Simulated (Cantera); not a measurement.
What does this Cantera script print?

```python
import numpy as np
import cantera as ct

gas_names = """
    NO2 CrO3 N2
""".split()
cond_names = """
    Cr(cr) Cr(L)
""".split()


# ... load() reads the species with a 1 bar reference pressure and builds the phases ...
species = {s.name: s for s in load("nasa_gas.yaml", gas_names) + load("nasa_condensed.yaml", cond_names)}
# Each term lists the table entries of one substance; the one whose range holds T is used.
reactions = {
    '4 Cr + 6 NO2(g) = 4 CrO3(g) + 3 N2(g)':
        [(-4, ['Cr(cr)', 'Cr(L)']), (-6, ['NO2']), (4, ['CrO3']), (3, ['N2'])],
}


def pick(names, T):
    return next(species[n] for n in names if species[n].thermo.min_temp <= T <= species[n].thermo.max_temp)


results = []
for label, terms in reactions.items():
    print(label)
    print("     T/K   dH/kJ  dS/(J/K)   dG/kJ   log10 K")
    for T in [1625, 1775, 1925, 2075, 2225, 2375, 2525, 2675, 2825, 2975]:
        used = [(nu, pick(names, T)) for nu, names in terms]
        dH = sum(nu * s.thermo.h(T) for nu, s in used) / 1e6
        dS = sum(nu * s.thermo.s(T) for nu, s in used) / 1e3
        dG = dH - T * dS / 1e3
        logK = -dG * 1e6 / (ct.gas_constant * T * np.log(10))
        results.append((label, T, dH, dS, dG, logK, [s.name for _, s in used]))
        print(f"{T:8g} {dH:8.1f} {dS:8.1f} {dG:8.1f} {logK:8.2f}")
```

Result:

```
4 Cr + 6 NO2(g) = 4 CrO3(g) + 3 N2(g)
     T/K   dH/kJ  dS/(J/K)   dG/kJ   log10 K
    1625  -1421.3     65.7  -1528.1    49.12
    1775  -1435.1     57.6  -1537.3    45.24
    1925  -1451.2     48.9  -1545.3    41.93
    2075  -1469.5     39.8  -1552.0    39.07
    2225  -1565.6     -5.3  -1553.7    36.48
    2375  -1576.7    -10.2  -1552.6    34.15
    2525  -1588.0    -14.8  -1550.7    32.08
    2675  -1599.5    -19.2  -1548.1    30.23
    2825  -1611.4    -23.5  -1544.9    28.57
    2975  -1623.5    -27.7  -1541.1    27.06
```

Source: NASA polynomial tables (part measured, part estimated), evaluated in Cantera. Condensed species are held in their standard states even where they would react or evaporate.
